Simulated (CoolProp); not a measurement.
Vapour-liquid equilibrium of R22 (1) + R152A (2) at 275.6 K; x and y are mole fractions of (1).

Computed with CoolProp (multi-fluid Helmholtz-energy mixture model, Kamei 1995 and Outcalt 1996; pair parameters Bell 2016).

| x | bubble pressure (MPa) | y at the bubble point | dew pressure at overall composition x (MPa) | liquid density (mol/L) |
|---|---|---|---|---|
| 0.05 | 0.2972 | 0.077 | 0.2940 | 14.45 |
| 0.2 | 0.3264 | 0.287 | 0.3135 | 14.51 |
| 0.35 | 0.3584 | 0.472 | 0.3364 | 14.56 |
| 0.5 | 0.3941 | 0.632 | 0.3641 | 14.61 |
| 0.65 | 0.4336 | 0.770 | 0.3986 | 14.66 |
| 0.8 | 0.4770 | 0.883 | 0.4441 | 14.70 |
| 0.95 | 0.5231 | 0.974 | 0.5094 | 14.72 |

No azeotrope shows between x = 0.05 and 0.95.

Pair parameters are fitted to limited data, so mixtures are less certain than the pure fluids.
